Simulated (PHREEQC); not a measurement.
Na3PO4 is added in steps, without added water, to 1 kg of water holding 9.4 mmol/kgw CuCl2, 0.12 mmol/kgw HBF4 and 1.6 mmol/kgw FeCl3, at 25 °C. Oxygen alone is held at its pressure in air (log pO2 = -0.68). The system is closed to CO2. The run lets Fe(OH)3(a), Strengite, Cu(OH)2, Atacamite, Cu3(PO4)2:3H2O, Halite, CuF2:2H2O precipitate or redissolve, and no other solid.

Base run: PHREEQC, ion-association model, wateq4f.dat. Each further column changes one thing. The table gives pH.

| Na3PO4 added (mol) | base | metal-ligand complexes left out | Debye-Hückel limiting law | Davies equation for every ion | all activity coefficients set to 1 |
|---|---|---|---|---|---|
| 0 | 2.91 | 2.87 | 2.96 | 2.93 | 2.82 |
| 0.004437 | 4.71 | 4.70 | 4.77 | 4.72 | 4.52 |
| 0.01109 | 7.55 | 7.56 | 7.48 | 7.54 | 7.73 |
| 0.01553 | 8.13 | 8.13 | ? | 8.13 | 8.23 |
| 0.02219 | 8.42 | 8.43 | 8.33 | 8.42 | 8.61 |
| 0.02662 | 10.68 | 10.66 | 10.44 | 10.68 | 11.09 |
| 0.03328 | 11.20 | 11.17 | 10.87 | 11.21 | 11.64 |
| 0.03772 | 11.34 | 11.31 | 10.97 | 11.35 | 11.80 |
| 0.04437 | 11.47 | 11.44 | 11.03 | 11.49 | ? |
| 0.04881 | 11.53 | 11.50 | 11.05 | 11.56 | 12.04 |
| 0.05547 | 11.60 | 11.57 | ? | 11.64 | ? |
| 0.05991 | 11.63 | 11.61 | 11.05 | 11.69 | 12.18 |
| 0.06656 | 11.68 | 11.65 | ? | 11.75 | ? |
| 0.071 | 11.71 | 11.68 | 11.03 | 11.79 | ? |

Q: What belongs in the gaps?

A: 
- 0.01553, Debye-Hückel limiting law: 8.09
- 0.04437, all activity coefficients set to 1: 11.96
- 0.05547, Debye-Hückel limiting law: 11.06
- 0.05547, all activity coefficients set to 1: 12.13
- 0.06656, Debye-Hückel limiting law: 11.04
- 0.06656, all activity coefficients set to 1: 12.25
- 0.071, all activity coefficients set to 1: 12.29

H3PO4, which wateq4f.dat lacks, is added to it with the constant of phreeqc.dat. Real BF4- forms and hydrolyses slowly; the run takes it at equilibrium. Fluoro complexes past AlF4- and FeF3 are missing from the database. The database has no phosphate complexes of Cu. The database's constant for dissolved Cu(OH)2 is higher than later reviews accept.
